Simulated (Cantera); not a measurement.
Mixture: CH4 : C2H6 : O2 : N2 = 1 : 0.15 : 1.68 : 6.33 (molar parts), equivalence ratio 1.5, at 0.510 bar, adiabatic and at constant pressure. Ignition delay is the time to a rise of 400 K.

Model: GRI-Mech 3.0 (53 species, 325 reactions), integrated in Cantera.

Task: Predict: delay at 1323 K; delay at 1423 K; delay at 1523 K; delay at 1623 K; delay at 1723 K; apparent activation energy between 1623 and 1723 K.

Result: 
```
Item                                                    Result
--------------------------------------------------  ----------
delay at 1323 K                                        1.78 ms
delay at 1423 K                                       0.708 ms
delay at 1523 K                                       0.306 ms
delay at 1623 K                                       0.148 ms
delay at 1723 K                                        81.1 µs
apparent activation energy between 1623 and 1723 K  140 kJ/mol
```
